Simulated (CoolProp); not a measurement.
Saturation properties of n-perfluorohexane.

Computed with CoolProp (reference Helmholtz-energy equation of state, Gao 2022).

```json
[
 {"T (K)": "242.1", "p (bar)": "0.01190", "liquid density (kg/m³)": "1833", "enthalpy of vaporisation (kJ/kg)": "107.0", "liquid cp (kJ/(kg K))": "0.9591"},
 {"T (K)": "253.7", "p (bar)": "0.02684", "liquid density (kg/m³)": "1801", "enthalpy of vaporisation (kJ/kg)": "104.2", "liquid cp (kJ/(kg K))": "0.9772"},
 {"T (K)": "265.3", "p (bar)": "0.05537", "liquid density (kg/m³)": "1769", "enthalpy of vaporisation (kJ/kg)": "101.3", "liquid cp (kJ/(kg K))": "0.9954"},
 {"T (K)": "276.9", "p (bar)": "0.1058", "liquid density (kg/m³)": "1737", "enthalpy of vaporisation (kJ/kg)": "98.45", "liquid cp (kJ/(kg K))": "1.014"},
 {"T (K)": "288.4", "p (bar)": "0.1884", "liquid density (kg/m³)": "1704", "enthalpy of vaporisation (kJ/kg)": "95.59", "liquid cp (kJ/(kg K))": "1.032"},
 {"T (K)": "300", "p (bar)": "0.3187", "liquid density (kg/m³)": "1671", "enthalpy of vaporisation (kJ/kg)": "92.64", "liquid cp (kJ/(kg K))": "1.050"},
 {"T (K)": "311.6", "p (bar)": "0.5133", "liquid density (kg/m³)": "1636", "enthalpy of vaporisation (kJ/kg)": "89.61", "liquid cp (kJ/(kg K))": "1.068"},
 {"T (K)": "323.2", "p (bar)": "0.7922", "liquid density (kg/m³)": "1601", "enthalpy of vaporisation (kJ/kg)": "86.46", "liquid cp (kJ/(kg K))": "1.087"},
 {"T (K)": "334.8", "p (bar)": "1.178", "liquid density (kg/m³)": "1564", "enthalpy of vaporisation (kJ/kg)": "83.17", "liquid cp (kJ/(kg K))": "1.105"},
 {"T (K)": "346.3", "p (bar)": "1.691", "liquid density (kg/m³)": "1525", "enthalpy of vaporisation (kJ/kg)": "79.73", "liquid cp (kJ/(kg K))": "1.125"},
 {"T (K)": "357.9", "p (bar)": "2.368", "liquid density (kg/m³)": "1485", "enthalpy of vaporisation (kJ/kg)": "76.04", "liquid cp (kJ/(kg K))": "1.146"},
 {"T (K)": "369.5", "p (bar)": "3.234", "liquid density (kg/m³)": "1441", "enthalpy of vaporisation (kJ/kg)": "72.05", "liquid cp (kJ/(kg K))": "1.169"},
 {"T (K)": "381.1", "p (bar)": "4.323", "liquid density (kg/m³)": "1393", "enthalpy of vaporisation (kJ/kg)": "67.70", "liquid cp (kJ/(kg K))": "1.195"},
 {"T (K)": "392.7", "p (bar)": "5.670", "liquid density (kg/m³)": "1340", "enthalpy of vaporisation (kJ/kg)": "62.86", "liquid cp (kJ/(kg K))": "1.227"}
]
```

It boils at 330.3 K under 1 atm.
